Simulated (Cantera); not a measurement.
## Carbothermic reduction: TiO2 + C + H2

Feed: 1 mol TiO2, 1.1 mol C, 0.38 mol H2.

Method: chemical equilibrium by Gibbs-energy minimisation in Cantera with the NASA 1993 tables (ideal gas, pure condensed phases). Candidate condensed phases: C, C6H6, C7H8, C8H18, H2O, Ti, TiC, TiO, TiO2, Ti2O3, Ti3O5, Ti4O7; 113 gas species. Mutual solubility and eutectic melting of coexisting phases are not modelled. TiC, TiO: taken at fixed stoichiometry. Condensed phases not in the tables: Magnéli phases beyond Ti4O7, solid solutions among these carbides, nitrides and lower oxides. The numbers say what is thermodynamically allowed, not how fast it happens.

Map the stable condensed phases over T = 1150, 1200, 1250, 1300, 1350, 1400, 1450, 1500, 1550, 1600, 1650, 1700, 1750, 1800 K and P in Pa = 10, 52, 270, 1400, 7200, 37000, 190000, 1000000.


```
T in K \ P in Pa
              10      52     270    1400    7200   37000  190000 1000000
   1800        A       A       A       B       B       B       B       C
   1750        A       A       B       B       B       B       B       D
   1700        A       A       B       B       B       B       B       E
   1650        A       B       B       B       B       B       C       E
   1600        A       B       B       B       B       B       D       E
   1550        B       B       B       B       B       C       E       E
   1500        B       B       B       B       B       C       E       F
   1450        B       B       B       B       B       E       E       F
   1400        B       B       B       B       C       E       F       G
   1350        B       B       B       B       E       E       F       G
   1300        B       B       B       C       E       F       G       G
   1250        B       B       B       E       F       G       G       G
   1200        B       B       D       E       F       G       G       G
   1150        B       B       E       F       G       G       G       G
```
A: TiC + TiO; B: TiC + Ti2O3; C: TiC + Ti3O5; D: C + TiC + Ti3O5; E: C + Ti3O5; F: C + Ti4O7; G: C + TiO2 + Ti4O7.
